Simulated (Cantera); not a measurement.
Cantera run:

```python
import numpy as np
import cantera as ct

gas_names = """
    H HNO HNO2 HNO3 HO2 H2 H2O H2O2 N NH NH2 NH3 NH2OH NO NO2 NO3 N2 N2H2 N2H4 N2O O OH O2 O3
""".split()
cond_names = """
    H2O(s) H2O(L)
""".split()


# ... load() reads the species with a 1 bar reference pressure and builds the phases ...
atoms = {
    'NH3': {'N': 1, 'H': 3},
    'O2': {'O': 2},
}
top_T = {}  # K; cautious upper limits of use, not melting points


# ... equilibrate(T, P, feed) seeds the gas with the atoms and calls Mixture.equilibrate('TP', solver="vcs", rtol=1e-11, max_steps=5000) ...
results = []
T = 1798.15  # K
P = 10000  # Pa
for m in [0.47, 0.76, 1, 1.3, 1.6, 1.9, 2.2, 2.5, 2.8]:
    feed = {'NH3': 1, 'O2': m}  # mol
    mix = equilibrate(T, P, feed)
    results.append((T, P, feed, dict(zip(mix.species_names, mix.species_moles))))
    x = sorted(zip(gas.X, gas.species_names), reverse=True)
    print(f"T = {T:g} K  P = {P:g} Pa  n(O2) = {m:g} mol  gas = {mix.phase_moles(0):.4g} mol")
    print("   x: " + "  ".join(f"{s} {v:.3e}" for v, s in x if v > 1e-05))
    print("   condensed (mol): " + ("  ".join(f"{mix.phase(i).name} {mix.phase_moles(i):.4g}"
          for i in range(1, mix.n_phases) if mix.phase_moles(i) > 1e-12) or "none"))
```

It prints:

```
T = 1798.15 K  P = 10000 Pa  n(O2) = 0.47 mol  gas = 2.001 mol
   x: H2O 4.698e-01  H2 2.796e-01  N2 2.499e-01  H 5.895e-04  OH 6.512e-05
   condensed (mol): none
T = 1798.15 K  P = 10000 Pa  n(O2) = 0.76 mol  gas = 2.012 mol
   x: H2O 7.430e-01  N2 2.483e-01  O2 5.307e-03  H2 1.708e-03  OH 1.318e-03  NO 3.685e-04  H 4.607e-05  O 2.754e-05
   condensed (mol): none
T = 1798.15 K  P = 10000 Pa  n(O2) = 1 mol  gas = 2.252 mol
   x: H2O 6.644e-01  N2 2.212e-01  O2 1.097e-01  OH 2.657e-03  NO 1.581e-03  H2 3.359e-04  O 1.252e-04  H 2.043e-05
   condensed (mol): none
T = 1798.15 K  P = 10000 Pa  n(O2) = 1.3 mol  gas = 2.552 mol
   x: H2O 5.860e-01  O2 2.137e-01  N2 1.949e-01  OH 2.949e-03  NO 2.072e-03  H2 2.122e-04  O 1.748e-04  H 1.624e-05
   condensed (mol): none
T = 1798.15 K  P = 10000 Pa  n(O2) = 1.6 mol  gas = 2.853 mol
   x: H2O 5.241e-01  O2 2.960e-01  N2 1.741e-01  OH 3.025e-03  NO 2.305e-03  O 2.057e-04  H2 1.613e-04  H 1.416e-05
   condensed (mol): none
T = 1798.15 K  P = 10000 Pa  n(O2) = 1.9 mol  gas = 3.153 mol
   x: H2O 4.741e-01  O2 3.627e-01  N2 1.574e-01  OH 3.027e-03  NO 2.426e-03  O 2.277e-04  H2 1.318e-04  H 1.280e-05
   condensed (mol): none
T = 1798.15 K  P = 10000 Pa  n(O2) = 2.2 mol  gas = 3.453 mol
   x: H2O 4.328e-01  O2 4.178e-01  N2 1.435e-01  OH 2.996e-03  NO 2.487e-03  O 2.444e-04  H2 1.121e-04  H 1.180e-05
   condensed (mol): none
T = 1798.15 K  P = 10000 Pa  n(O2) = 2.5 mol  gas = 3.753 mol
   x: O2 4.642e-01  H2O 3.981e-01  N2 1.320e-01  OH 2.950e-03  NO 2.513e-03  O 2.576e-04  H2 9.782e-05  H 1.103e-05
   condensed (mol): none
T = 1798.15 K  P = 10000 Pa  n(O2) = 2.8 mol  gas = 4.054 mol
   x: O2 5.036e-01  H2O 3.685e-01  N2 1.221e-01  OH 2.897e-03  NO 2.518e-03  O 2.683e-04  H2 8.693e-05  H 1.039e-05
   condensed (mol): none
```

These are equilibrium values from Cantera (NASA tables, ideal gas, pure condensed phases), not measurements of a reactor.
